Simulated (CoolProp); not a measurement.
Properties of CH3F (R41) along the isotherm 36.65 °C.

Computed with CoolProp (reference Helmholtz-energy equation of state, Lemmon 2006). It is a short technical equation, of lower accuracy than the large ones.

```
p (MPa)   phase       Z  cp (kJ/(kg K))  speed of sound (m/s)  expansivity (1/kK)  fugacity coefficient
-------  ------  ------  --------------  --------------------  ------------------  --------------------
0.681       gas  0.9495           1.228                 301.7               3.825                0.9514
1.36        gas  0.8961           1.364                 291.7                 [?]                0.9040
2.04        gas  0.8386             [?]                 281.0               5.681                0.8574
2.73        gas  0.7747           1.807                 269.1               7.292                   [?]
3.41        gas  0.7037           2.214                 255.8               9.901                0.7656
4.09        gas     [?]           2.994                 240.1               15.13                0.7203
4.77        gas  0.5028           5.560                 218.6               33.13                0.6739
5.45     liquid  0.1398           5.061                 334.0               20.60                0.6100
6.13     liquid  0.1516             [?]                 371.0               14.86                0.5517
6.81     liquid  0.1640           3.717                 399.7               12.10                0.5049
7.5      liquid  0.1769           3.439                 424.1               10.41                   [?]
8.18     liquid  0.1897           3.248                 445.0                 [?]                0.4342
8.86     liquid  0.2025           3.106                 463.7               8.408                0.4072
```

Fill in the missing entries.


- 1.36, expansivity (1/kK): 4.606
- 2.04, cp (kJ/(kg K)): 1.546
- 2.73, fugacity coefficient: 0.8110
- 4.09, Z: 0.6192
- 6.13, cp (kJ/(kg K)): 4.160
- 7.5, fugacity coefficient: 0.4661
- 8.18, expansivity (1/kK): 9.257
